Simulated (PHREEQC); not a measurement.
Consider water at 25 °C with 0.13 mol/kgw H2SO4, 2e-05 mol/kgw H4SiO4 and 0.00021 mol/kgw CuSO4. Closed to the air; pH follows from the charge balance.

The numbers come from PHREEQC with the ion-association model, phreeqc.dat.

This is a speciation only: nothing precipitates in the calculation.

Task: Estimate the pH, ionic strength, density.

Result: pH 0.91; ionic strength 0.175 mol/kgw; density 1.005 g/cm³.

Task: In which forms is Cu present?

Result: Cu+2 69 %, CuSO4 31 % of the Cu.

Complexes and solids missing from the database can't appear.
